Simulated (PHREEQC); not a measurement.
1 kg of water holding 0.21 mol KHCO3, 0.023 mol KCl and 0.0042 mol K2SO4 is evaporated at 30 °C; the solids stay in contact with the brine. CO2 is held at log p = -3.4 (atm). The run lets Arcanite, Kalicinite, Misenite, Sylvite precipitate or redissolve, and no other solid.

The series has 28 steps of water left (kg), from 1.001 to 0.005337.

All values are PHREEQC results (Pitzer model, pitzer.dat), not measurements.

**Question.** Which solids form, in which order, and at which step of the series does each first stand?

**Answer.** Arcanite from water left = 0.04503 kg (pH 10.57); Kalicinite from water left = 0.02129 kg (pH 10.93); Sylvite from water left = 0.01434 kg (pH 10.92).
